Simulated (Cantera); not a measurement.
Equilibrium for hydrogen reduction and annealing atmospheres: FeS2 + H2 + N2

Input: 1 mol FeS2, 0.87 mol H2, 45 mol N2, at 370 Pa.

These are equilibrium values from Cantera (NASA tables, ideal gas, pure condensed phases), not measurements of a reactor. Candidate condensed phases: Fe, FeS, FeS2, S; 16 gas species. Metal and sulfide melt together well below either melting point, which pure phases cannot show. Mutual solubility and eutectic melting of coexisting phases are not modelled. FeS: taken at fixed stoichiometry. Equilibrium is a limit: real reactors are often held back by kinetics, nucleation or transport.

```json
[
 {"T (K)": "1623", "x N2": "0.960", "x Fe": "0.000452", "x S2": "0.0200", "x H2": "0.0179", "x S": "0.000354", "x H": "0.000152", "n Fe(γ)": "0.911", "n FeS(l)": "0.0674", "n Fe(δ)": "0", "n Fe(l)": "0"},
 {"T (K)": "1698", "x N2": "0.958", "x Fe": "0.00165", "x S2": "0.0205", "x H2": "0.0178", "x S": "0.000730", "x H": "0.000317", "n Fe(γ)": "0", "n FeS(l)": "0", "n Fe(δ)": "0.923", "n Fe(l)": "0"},
 {"T (K)": "1773", "x N2": "0.954", "x Fe": "0.00534", "x S2": "0.0200", "x H2": "0.0176", "x S": "0.00139", "x H": "0.000620", "n Fe(γ)": "0", "n FeS(l)": "0", "n Fe(δ)": "0.748", "n Fe(l)": "0"},
 {"T (K)": "1848", "x N2": "0.944", "x Fe": "0.0154", "x S2": "0.0192", "x H2": "0.0171", "x S": "0.00247", "x H": "0.00114", "n Fe(γ)": "0", "n FeS(l)": "0", "n Fe(δ)": "0", "n Fe(l)": "0.265"},
 {"T (K)": "1923", "x N2": "0.937", "x Fe": "0.0208", "x S2": "0.0182", "x H2": "0.0165", "x S": "0.00417", "x H": "0.00199", "n Fe(γ)": "0", "n FeS(l)": "0", "n Fe(δ)": "0", "n Fe(l)": "0"},
 {"T (K)": "1998", "x N2": "0.935", "x Fe": "0.0208", "x S2": "0.0168", "x H2": "0.0158", "x S": "0.00669", "x H": "0.00331", "n Fe(γ)": "0", "n FeS(l)": "0", "n Fe(δ)": "0", "n Fe(l)": "0"},
 {"T (K)": "2073", "x N2": "0.933", "x Fe": "0.0207", "x S2": "0.0150", "x H2": "0.0147", "x S": "0.0102", "x H": "0.00525", "n Fe(γ)": "0", "n FeS(l)": "0", "n Fe(δ)": "0", "n Fe(l)": "0"}
]
```
x: gas mole fraction; n: condensed amount in mol.

At 1623 K the condensed part is Fe(γ) + FeS(l). From 1698 K to 1773 K the condensed part is Fe(δ). At 1848 K the condensed part is Fe(l). From 1923 K to 2073 K nothing is condensed. The main Fe-bearing gas is Fe throughout.
